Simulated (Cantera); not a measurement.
Feed: 1 mol C, 0.02 mol O2, 13 mol H2, at 900 °C and 1.00 Torr.

These are equilibrium values from Cantera (NASA tables, ideal gas, pure condensed phases), not measurements of a reactor. Candidate condensed phases: C, C6H6, C7H8, C8H18, H2O; 110 gas species. Kinetics and transport are ignored.

Question: What is the equilibrium state?

Answer: 
```json
{
 "x(H2)": "0.997",
 "x(CO)": "0.00307",
 "x(CH4)": "2.58e-5",
 "x(H)": "3.22e-6",
 "n(C(graphite))": "0.960 mol",
 "gas_amount": "13.04 mol"
}
```
